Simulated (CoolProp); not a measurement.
Vapour pressure (bar) of dimethyl carbonate: the reference equation beside estimates from Tc = 283.9 °C, pc = 49.09 bar, ω = 0.346. Clausius-Clapeyron is anchored at 131.65 °C with a constant enthalpy of vaporisation of 31.07 kJ/mol.

Computed with CoolProp (reference Helmholtz-energy equation of state, Zhou 2011).

```
T (°C)  reference  Lee-Kesler  Clausius-Clapeyron  van der Waals  Redlich-Kwong  Soave-Redlich-Kwong  Peng-Robinson
------  ---------  ----------  ------------------  -------------  -------------  -------------------  -------------
33.45      0.1105      0.1026              0.1689          2.545         0.3825               0.1045         0.1102
49.85      0.2312      0.2185              0.3137          3.493         0.6962               0.2213         0.2297
66.25      0.4442      0.4269              0.5486          4.659          1.180               0.4301         0.4407
82.55      0.7916      0.7724              0.9087          6.056          1.879               0.7750         0.7858
98.95       1.332       1.317               1.444          7.719          2.857                1.318          1.325
115.25      2.124       2.123               2.201          9.648          4.155                2.121          2.120
131.65      3.250       3.276               3.250          11.88          5.844                3.274          3.255
148.05      4.788       4.858               4.656          14.43          7.974                4.861          4.815
164.35      6.814       6.943               6.480          17.28          10.58                6.966          6.883
180.75      9.452       9.655               8.823          20.48          13.75                9.717          9.589
197.15      12.80       13.09               11.76          24.04          17.51                13.22          13.04
213.45      16.96       17.33               15.34          27.93          21.88                17.55          17.32
229.85      22.12       22.57               19.71          32.22          26.96                22.89          22.63
```

Absolute difference from the reference over all 13 rows, mean and median: Lee-Kesler 2.5 and 2.1 %, Clausius-Clapeyron 14.0 and 8.4 %, van der Waals 538.2 and 265.5 %, Redlich-Kwong 99.6 and 79.8 %, Soave-Redlich-Kwong 2.6 and 2.8 %, Peng-Robinson 1.0 and 0.7 %.
